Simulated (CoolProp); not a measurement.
CH3F (R41) along the isobar 181 bar: density (kg/m³) from the reference equation and from simpler models built on Tc = 317.3 K, pc = 59.06 bar, ω = 0.200; each cubic takes its own stable root.

The numbers come from the reference Helmholtz-energy equation of state, Lemmon 2006 in CoolProp. It is a short technical equation, of lower accuracy than the large ones.

```
T (K)          phase  reference
-----  -------------  ---------
258.6         liquid      775.2
271.7         liquid      745.2
284.7         liquid      713.7
297.8         liquid      679.7
310.9         liquid      643.0
323.9  supercritical      603.5
337    supercritical      560.0
350.1  supercritical      512.6
363.1  supercritical      462.1
376.2  supercritical      410.5
389.2  supercritical      362.6
402.3  supercritical      321.1
415.4  supercritical      287.5
```

Task: How far does each simpler model (van der Waals, Redlich-Kwong, Soave-Redlich-Kwong, Peng-Robinson) lie from the reference over these 13 states: mean and median of the absolute difference, and the worst?

Result: 
- van der Waals: mean 29.8 %, median 34.5 %, worst -42.9 % at 258.6 K and 181 bar
- Redlich-Kwong: mean 18.3 %, median 21.4 %, worst -22.2 % at 297.8 K and 181 bar
- Soave-Redlich-Kwong: mean 20.9 %, median 21.3 %, worst -23.1 % at 350.1 K and 181 bar
- Peng-Robinson: mean 13.1 %, median 12.8 %, worst -16.1 % at 363.1 K and 181 bar
